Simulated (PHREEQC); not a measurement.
A solution holds 0.0077 mol HF and 0.015 mol H3PO4 per kg of water, at 25 °C. Closed to the air; pH follows from the charge balance.

The numbers come from PHREEQC with the ion-association model, wateq4f.dat.

- pH = 2.12
- ionic strength = 0.00816 mol/kgw
- total alkalinity = -22.7 meq/kg

```tsv
species	molality	activity	log γ
H+	0.00816	0.00750	-0.036
H3PO4	0.00752	0.00754	0.001
H2PO4-	0.00748	0.00682	-0.040
HF	0.00676	0.00678	0.001
F-	0.000663	0.000602	-0.042
H2F2	0.000119	0.000120	0.001
HF2-	1.72e-5	1.57e-5	-0.042
HPO4-2	8.17e-8	5.65e-8	-0.160
```

No solid was allowed to form. Species that the database lacks are ignored. H3PO4, which wateq4f.dat lacks, is added to it with the constant of phreeqc.dat.
